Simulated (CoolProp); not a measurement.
Ammonia along the isobar 14200 kPa: Z from the reference equation and from simpler models built on Tc = 405.6 K, pc = 11360 kPa, ω = 0.256; each cubic takes its own stable root.

Values from CoolProp's reference Helmholtz-energy equation of state, Gao 2020.

```csv
T (K),phase,reference
272.2,liquid,0.1646
278.7,liquid,0.1629
285.2,liquid,0.1613
291.7,liquid,0.1599
298.2,liquid,0.1587
304.7,liquid,0.1577
311.2,liquid,0.1568
317.7,liquid,0.1561
324.2,liquid,0.1556
330.7,liquid,0.1553
337.2,liquid,0.1553
```

### Question
How far does each simpler model (Redlich-Kwong, Peng-Robinson) lie from the reference over these 11 states: mean and median of the absolute difference, and the worst?

### Answer
- Redlich-Kwong: mean 30.9 %, median 30.7 %, worst +32.3 % at 337.2 K and 14200 kPa
- Peng-Robinson: mean 11.8 %, median 11.5 %, worst +12.6 % at 337.2 K and 14200 kPa
